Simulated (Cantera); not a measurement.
An isothermal, constant-pressure homogeneous reactor starts with CH4 : H2 = 1 : 1.6 (molar parts), at 1250 K and 0.825 Torr. Integrator tolerance rtol = 1e-08.

Cantera simulation using GRI-Mech 3.0 (53 species, 325 reactions); the numbers are that mechanism's predictions, not measurements. GRI-Mech 3.0 stops at C3 and has no aromatics, soot or wall deposition, so with more carbon than oxygen in the feed, carbon stays in small species such as C2H2 where larger ones or solid carbon would form. Radical loss at walls, strong at low pressure, is not modelled.

**Question.** What does this change do: temperature 1250 to 1398 K?

**Answer.** 
| quantity | before | after |
|---|---|---|
| x(CH4) at 30.0 s | 0.385 (gas-phase equilibrium 0.00695) | 0.351 (gas-phase equilibrium 0.000901) |
| x(H2) at 30.0 s | 0.615 (gas-phase equilibrium 0.857) | 0.636 (gas-phase equilibrium 0.860) |
| x(C2H6) at 30.0 s | 5.01e-6 (gas-phase equilibrium 5.85e-8) | 3.36e-5 (gas-phase equilibrium 2.08e-9) |
| x(CH2) at 30.0 s | 4.86e-11 (gas-phase equilibrium 1.88e-11) | 1.44e-8 (gas-phase equilibrium 3.11e-10) |
| x(H) at 30.0 s | 2.12e-6 (gas-phase equilibrium 1.36e-5) | 3.66e-5 (gas-phase equilibrium 0.000133) |
| x(C2H2) at 30.0 s | 8.37e-7 (gas-phase equilibrium 0.136) | 0.0103 (gas-phase equilibrium 0.138) |
